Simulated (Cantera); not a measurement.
Feed: 1 mol MgO, 1.7 mol SiCl4, 0.15 mol O2, at 998 K and 100 Pa.

Cantera equilibrium calculation (NASA polynomials, part measured and part estimated; ideal gas, pure solids and liquids). Condensed phases not in the tables: alloys, solid solutions and most ternary compounds. Kinetics and transport are ignored.

| species | before | after |
|---|---|---|
| SiCl4 | 0.635 | 0.427 |
| MgCl2 | 0.182 | 0.407 |
| Cl | 0.00504 | 0.0875 |
| Cl2 | 0.179 | 0.0784 |
| SiCl3 | 2.97e-8 | 3.39e-5 |
| MgCl2(l), mol | 0.699 | 0 |
| SiO2(β-quartz), mol | 0.650 | 0.650 |
Gas species are given as mole fractions.

Problem. Which change was made?
(A) temperature from 998 K to 1275 K
(B) temperature from 998 K to 848 K
(C) temperature from 998 K to 1500 K
(D) O2 from 0.15 to 2.9 mol

Solution. A, temperature from 998 K to 1275 K. The tables' values for SiCl3 are old estimates; treat these amounts as uncertain. The tables hold silica as quartz up to 1696 K and as liquid above; real silica turns to tridymite and cristobalite and melts near 1996 K
